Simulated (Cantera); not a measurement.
Cantera with NASA thermochemical tables; ideal gases at 1 bar, condensed phases pure. Values are per mole of reaction as written; species without (g) are pure solids or liquids, kept so even where they would boil at 1 bar.

**Question.** Between 1823 and 2723 K, where is each reaction favourable under standard conditions?
- 3 H(g) + 3 Cl(g) + BN = NH3(g) + BCl3(g)

**Answer.** 
- 3 H(g) + 3 Cl(g) + BN = NH3(g) + BCl3(g): ΔG° is -460 kJ at 1823 K and -56 kJ at 2723 K; it stays negative (K > 1). ΔH° is -1289 kJ and ΔS° -453 J/K at 2723 K.
